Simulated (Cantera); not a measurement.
A closed system holds: 1 mol SiH₄, 5.1 mol O₃, 66 mol H₂, held at 1.33 mbar.

Equilibrium computed with Cantera from the NASA thermochemical tables; the gas is ideal and each condensed phase is pure. Candidate condensed phases: H₂O, Si, SiO₂; 18 gas species. The tables hold silica as quartz up to 1696 K and as liquid above; real silica turns to tridymite and cristobalite and melts near 1996 K. The numbers say what is thermodynamically allowed, not how fast it happens.

Question: At 1298 K, list the 3 most abundant gas species with their mole fractions, and the condensed phases.

Answer: H₂ 0.804, H₂O 0.196, H 2.63e-5. Condensed: SiO₂(β-quartz).
